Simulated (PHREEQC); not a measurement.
Make-up at 45 °C: 0.094 mol HCl and 0.0035 mol ZnSO4 per kg of water. It is in equilibrium with CO2 at log p = -3.4 (atm). Otherwise closed; pH follows from the charge balance.

Model: ion-association model, phreeqc.dat, run in PHREEQC.

Question: The ionic strength comes out as 0.101 mol/kgw. What activity coefficients do SO4-2, Cl-, Zn+2, H+, HSO4- get?

Answer: SO4-2 0.36, Cl- 0.76, Zn+2 0.36, H+ 0.82, HSO4- 0.77.

This is a speciation only: nothing precipitates in the calculation. Species that the database lacks are ignored. At this temperature some constants are extrapolated from 25 °C, and those without enthalpy data are left unchanged.
